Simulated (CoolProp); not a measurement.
cis-2-butene along the isobar 6150 kPa: fugacity coefficient from the reference equation and from simpler models built on Tc = 435.8 K, pc = 4236 kPa, ω = 0.202; each cubic takes its own stable root.

Values from CoolProp's reference Helmholtz-energy equation of state, Lemmon 2005. It is a short technical equation, of lower accuracy than the large ones.

```csv
T (K),phase,reference,van der Waals,Redlich-Kwong,Soave-Redlich-Kwong,Peng-Robinson
430.2,liquid,0.4630,0.5212,0.4836,0.4802,0.4592
438.1,supercritical,0.4998,0.5453,0.5153,0.5168,…
446,supercritical,0.5360,…,…,0.5521,0.5283
453.9,supercritical,0.5704,0.5916,0.5752,0.5853,0.5601
461.9,supercritical,0.6020,0.6138,0.6025,0.6156,0.5891
469.8,supercritical,0.6287,0.6344,0.6265,0.6416,0.6141
477.7,supercritical,…,0.6535,0.6478,0.6645,0.6363
485.6,supercritical,0.6721,0.6709,0.6667,0.6850,0.6563
493.5,supercritical,0.6906,0.6865,0.6839,0.7037,0.6746
```

Q: Complete the blanks.

A: 
- 438.1, Peng-Robinson: 0.4943
- 446, van der Waals: 0.5688
- 446, Redlich-Kwong: 0.5460
- 477.7, reference: 0.6517
